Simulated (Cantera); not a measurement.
Feed: 1 mol Cr, 0.66 mol NH3, held at 1073 K and 13.0 Pa.

Equilibrium computed with Cantera from the NASA thermochemical tables; the gas is ideal and each condensed phase is pure. Candidate condensed phases: Cr, CrN, Cr2N; 11 gas species. Mutual solubility and eutectic melting of coexisting phases are not modelled. Rates play no part.

Q: What is the equilibrium state?

A: 
- x(H2): 0.776
- x(N2): 0.224
- x(H): 1.08e-6
- n(Cr(s)): 0.822 mol
- n(Cr2N(s)): 0.0891 mol
- gas amount: 1.275 mol
